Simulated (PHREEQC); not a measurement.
AlCl3 is added in steps, without added water, to 1 kg of water holding 0.0025 mol/kgw ZnCl2, 0.0011 mol/kgw NaOH and 0.00023 mol/kgw NiCl2, at 25 °C. Oxygen alone is held at its pressure in air (log pO2 = -0.68). CO2 from the air is kept out. The run lets Al(OH)3(a), Zn(OH)2-a, Zn5(OH)8Cl2, Ni(OH)2, Halite precipitate or redissolve, and no other solid.

Base run: PHREEQC, ion-association model, wateq4f.dat. Each further column changes one thing. The table gives pH.

```json
[
 {"AlCl3 added (mol)": "0", "base": "7.20", "NaOH from 0.0011 to 0.0055 mol/kgw": "9.58", "diluted 5-fold with water": "7.74", "ZnCl2 from 0.0025 to 0.005 mol/kgw": "6.93", "no solid may form": "8.20"},
 {"AlCl3 added (mol)": "0.0015", "base": "4.76", "NaOH from 0.0011 to 0.0055 mol/kgw": "7.15", "diluted 5-fold with water": "4.39", "ZnCl2 from 0.0025 to 0.005 mol/kgw": "4.78", "no solid may form": "5.05"},
 {"AlCl3 added (mol)": "0.003", "base": "4.65", "NaOH from 0.0011 to 0.0055 mol/kgw": "4.77", "diluted 5-fold with water": "4.19", "ZnCl2 from 0.0025 to 0.005 mol/kgw": "4.66", "no solid may form": "4.77"},
 {"AlCl3 added (mol)": "0.0045", "base": "4.60", "NaOH from 0.0011 to 0.0055 mol/kgw": "4.66", "diluted 5-fold with water": "4.08", "ZnCl2 from 0.0025 to 0.005 mol/kgw": "4.61", "no solid may form": "4.62"},
 {"AlCl3 added (mol)": "0.006", "base": "4.52", "NaOH from 0.0011 to 0.0055 mol/kgw": "4.60", "diluted 5-fold with water": "4.00", "ZnCl2 from 0.0025 to 0.005 mol/kgw": "4.53", "no solid may form": "4.52"},
 {"AlCl3 added (mol)": "0.0075", "base": "4.45", "NaOH from 0.0011 to 0.0055 mol/kgw": "4.57", "diluted 5-fold with water": "3.95", "ZnCl2 from 0.0025 to 0.005 mol/kgw": "4.46", "no solid may form": "4.45"},
 {"AlCl3 added (mol)": "0.0085", "base": "4.40", "NaOH from 0.0011 to 0.0055 mol/kgw": "4.55", "diluted 5-fold with water": "3.91", "ZnCl2 from 0.0025 to 0.005 mol/kgw": "4.41", "no solid may form": "4.40"},
 {"AlCl3 added (mol)": "0.01", "base": "4.35", "NaOH from 0.0011 to 0.0055 mol/kgw": "4.53", "diluted 5-fold with water": "3.87", "ZnCl2 from 0.0025 to 0.005 mol/kgw": "4.36", "no solid may form": "4.35"},
 {"AlCl3 added (mol)": "0.0115", "base": "4.30", "NaOH from 0.0011 to 0.0055 mol/kgw": "4.51", "diluted 5-fold with water": "3.84", "ZnCl2 from 0.0025 to 0.005 mol/kgw": "4.31", "no solid may form": "4.30"},
 {"AlCl3 added (mol)": "0.013", "base": "4.26", "NaOH from 0.0011 to 0.0055 mol/kgw": "4.50", "diluted 5-fold with water": "3.81", "ZnCl2 from 0.0025 to 0.005 mol/kgw": "4.27", "no solid may form": "4.26"},
 {"AlCl3 added (mol)": "0.0145", "base": "4.22", "NaOH from 0.0011 to 0.0055 mol/kgw": "4.49", "diluted 5-fold with water": "3.78", "ZnCl2 from 0.0025 to 0.005 mol/kgw": "4.23", "no solid may form": "4.22"},
 {"AlCl3 added (mol)": "0.016", "base": "4.19", "NaOH from 0.0011 to 0.0055 mol/kgw": "4.48", "diluted 5-fold with water": "3.76", "ZnCl2 from 0.0025 to 0.005 mol/kgw": "4.20", "no solid may form": "4.19"}
]
```

 The database's Ni(OH)2 is the aged solid; a fresh precipitate is more soluble. In at least one series the solution becomes supersaturated in solids that the run did not let form, among them Al(OH)3(a), Zn(OH)2-a, Zn5(OH)8Cl2, Ni(OH)2.
